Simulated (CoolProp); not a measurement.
Vapour-liquid equilibrium of acetone (1) + cyclohexane (2) at 367.3 K; x and y are mole fractions of (1).

Model: multi-fluid Helmholtz-energy mixture model, Lemmon 2006 and Zhou 2014; pair parameters Bell 2016, in CoolProp.

```tsv
x	bubble pressure (MPa)	y at the bubble point	dew pressure at overall composition x (MPa)	liquid density (mol/L)
0.05	0.1970	0.264	0.1564	8.482
0.2	0.2740	0.515	0.1829	8.810
0.35	0.3058	0.599	0.2190	9.202
0.5	0.3224	0.654	0.2684	9.676
0.65	0.3327	0.712	0.3214	10.25
0.8	0.3363	0.795	0.3363	10.94
0.95	0.3272	0.932	0.3253	11.77
```

y crosses x between x = 0.65 and 0.8: the model has an azeotrope there.

The pair parameters rest on a limited set of measurements; away from them the model extrapolates.
